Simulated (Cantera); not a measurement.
A diamond (100) surface in a fixed gas of H2 with x(CH4) = 0.018, x(CH3) = 0.00055, at 975 K, 0.0460 bar; coverages are run to steady state.

Cantera simulation using the Harris–Goodwin 1993 mechanism for the reconstructed diamond (100) surface; the numbers are that mechanism's predictions, not measurements.

One state of this run: growth (µm/h) = 10.7; θ c6HH = 0.575; θ c6H* = 0.0150; θ c6*H = 0.329; θ c6** = 0.00730; θ c6HM = 0.0555. θ: site fractions in the mechanism's names (c6HH fully hydrogenated, c6H* and c6*H radical sites, c6** diradical, c6HM methylated).

Which value of x(H) does it belong to?
A) 0.0054
B) 0.00049
C) 0.0011
D) 0.00022

A, 0.0054
